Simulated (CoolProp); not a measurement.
Nitrogen along the isotherm 128.3 K: fugacity coefficient from the reference equation and from simpler models built on Tc = 126.2 K, pc = 3396 kPa, ω = 0.037; each cubic takes its own stable root.

Model: reference Helmholtz-energy equation of state, Span 2000, in CoolProp.

```csv
p (kPa),phase,reference
16.1,gas,0.9985
36.7,gas,0.9966
83.4,gas,0.9923
190,gas,0.9824
432,gas,0.9601
983,gas,0.9099
2240,gas,0.7967
5090,supercritical,0.5198
```

Task: How far does each simpler model (van der Waals, Redlich-Kwong, Peng-Robinson) lie from the reference over these 8 states: mean and median of the absolute difference, and the worst?

Result: 
- van der Waals: mean 1.1 %, median 0.3 %, worst +5.5 % at 128.3 K and 5090 kPa
- Redlich-Kwong: mean 0.2 %, median 0.1 %, worst +0.6 % at 128.3 K and 5090 kPa
- Peng-Robinson: mean 1.1 %, median 0.4 %, worst -3.8 % at 128.3 K and 5090 kPa
